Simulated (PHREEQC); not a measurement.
Consider water at 44 °C with 0.37 mol SrCl2 per kg of water. Closed to the air; pH follows from the charge balance.

Equilibrium calculation in PHREEQC: ion-association model, phreeqc.dat.

| quantity | before | after |
|---|---|---|
| pH | 6.64 | 5.60 |
| ionic strength (mol/kgw) | 1.11 | 0.844 |

### Question
Which change was made?
A) SrCl2 replaced by (CH3)4NCl at the same molality
B) SrCl2 replaced by MnCl2 at the same molality
C) temperature from 44 to 50 °C
D) temperature from 44 to 60 °C
E) temperature from 44 to 70 °C

### Answer
B, SrCl2 replaced by MnCl2 at the same molality

No solid was allowed to form. The ionic strength passes 0.7 mol/kgw, the rough limit of the ion-association models, in every such run. At this temperature some constants are extrapolated from 25 °C, and those without enthalpy data are left unchanged.
